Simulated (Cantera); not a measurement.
# Ta(OEt)5 + CO2 (tantalum, niobium, vanadium and zirconium in process gases)

Feed: 1 mol Ta(OEt)5, 1.3 mol CO2, held at 3.70e-5 bar.

Equilibrium computed with Cantera from the NASA thermochemical tables; the gas is ideal and each condensed phase is pure. Candidate condensed phases: C, C6H6, C7H8, C8H18, H2O, Ta, TaC, Ta2O5; 113 gas species. The feed counts by its element totals alone. TaC: taken at fixed stoichiometry. Condensed phases not in the tables: Ta2C. Kinetics and transport are ignored.

From 1500 °C to 2250 °C the condensed part is C(graphite) + TaC(s). From 2325 °C to 2400 °C the condensed part is TaC(s).

| T (°C) | log p H | log p H2 | log p CO | log p C3 | log p C | n C(graphite) | n TaC(s) |
|---|---|---|---|---|---|---|---|
| 1500 | -5.88 | -4.66 | -4.86 | -13.30 | -12.91 | 2.70 | 1.00 |
| 1575 | -5.61 | -4.68 | -4.87 | -12.32 | -12.06 | 2.69 | 1.00 |
| 1650 | -5.38 | -4.71 | -4.88 | -11.41 | -11.27 | 2.69 | 1.00 |
| 1725 | -5.17 | -4.76 | -4.90 | -10.58 | -10.54 | 2.68 | 1.00 |
| 1800 | -5.00 | -4.83 | -4.92 | -9.80 | -9.86 | 2.68 | 1.00 |
| 1875 | -4.85 | -4.94 | -4.95 | -9.09 | -9.23 | 2.67 | 1.00 |
| 1950 | -4.74 | -5.09 | -4.98 | -8.42 | -8.64 | 2.65 | 1.00 |
| 2025 | -4.66 | -5.28 | -5.01 | -7.79 | -8.09 | 2.61 | 1.00 |
| 2100 | -4.61 | -5.51 | -5.03 | -7.21 | -7.58 | 2.47 | 1.00 |
| 2175 | -4.59 | -5.77 | -5.05 | -6.66 | -7.10 | 1.99 | 1.00 |
| 2250 | -4.58 | -6.04 | -5.07 | -6.15 | -6.64 | 0.432 | 1.000 |
| 2325 | -4.57 | -6.31 | -5.07 | -6.11 | -6.36 | 0 | 1.000 |
| 2400 | -4.57 | -6.56 | -5.08 | -6.19 | -6.14 | 0 | 1.000 |
log p: log10 of the partial pressure in bar; n: condensed amount in mol.
